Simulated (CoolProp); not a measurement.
Vapour-liquid equilibrium of benzene (1) + n-heptane (2) at 303 K; x and y are mole fractions of (1).

Values from CoolProp's multi-fluid Helmholtz-energy mixture model, Thol 2012 and Span 2003; pair parameters Bell 2016.

```tsv
x	bubble pressure (bar)	y at the bubble point	dew pressure at overall composition x (bar)	liquid density (mol/L)
0.05	0.08468	0.133	0.07986	6.880
0.125	0.09550	0.290	0.08419	7.101
0.2	0.1056	0.409	0.08901	7.334
0.275	0.1147	0.501	0.09437	7.581
0.35	0.1227	0.575	0.1004	7.845
0.425	0.1297	0.635	0.1071	8.126
0.5	0.1358	0.686	0.1145	8.426
0.575	0.1410	0.731	0.1227	8.748
0.65	0.1455	0.772	0.1315	9.094
0.725	0.1494	0.813	0.1403	9.467
0.8	0.1527	0.855	0.1482	9.869
0.875	0.1554	0.902	0.1539	10.30
0.95	0.1574	0.957	0.1572	10.78
```

No azeotrope shows between x = 0.05 and 0.95.

Pair parameters are fitted to limited data, so mixtures are less certain than the pure fluids.
